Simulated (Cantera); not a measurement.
SiC + C + H₂ (sublimation and decomposition of ceramics)

Input: 1 mol SiC, 0.37 mol C, 0.025 mol H₂, at 750 Torr.

Cantera equilibrium calculation (NASA polynomials, part measured and part estimated; ideal gas, pure solids and liquids). Candidate condensed phases: C, C₆H₆, C₇H₈, C₈H₁₈, Si, SiC; 87 gas species. Gases not in the tables: Si₂H₆ and higher silanes. The numbers say what is thermodynamically allowed, not how fast it happens.

From 2298 K to 3048 K the condensed part is C(graphite) + SiC(s). The main Si-bearing gas is Si throughout.

```
T (K)  log p H₂  log p H  log p Si  log p SiC₂  log p C₂H₂ (acetylene)  log p Si₂C  n C(graphite)  n SiC(s)
-----  --------  -------  --------  ----------  ----------------------  ----------  -------------  --------
2298      -0.01    -2.02     -3.88       -4.75                   -2.37       -4.98          0.370     1.000
2373      -0.01    -1.86     -3.52       -4.27                   -2.22       -4.51          0.370     1.000
2448      -0.01    -1.71     -3.17       -3.82                   -2.08       -4.07          0.370     1.000
2523      -0.02    -1.57     -2.85       -3.40                   -1.94       -3.67          0.369     1.000
2598      -0.03    -1.43     -2.54       -3.01                   -1.82       -3.28          0.369     1.000
2673      -0.04    -1.31     -2.25       -2.64                   -1.71       -2.92          0.369     1.000
2748      -0.05    -1.19     -1.98       -2.29                   -1.60       -2.58          0.369     0.999
2823      -0.07    -1.09     -1.73       -1.96                   -1.52       -2.25          0.369     0.999
2898      -0.10    -0.99     -1.48       -1.64                   -1.44       -1.95          0.369     0.998
2973      -0.15    -0.91     -1.25       -1.35                   -1.39       -1.66          0.369     0.995
3048      -0.24    -0.86     -1.03       -1.07                   -1.38       -1.39          0.369     0.990
```
log p: log10 of the partial pressure in bar; n: condensed amount in mol.
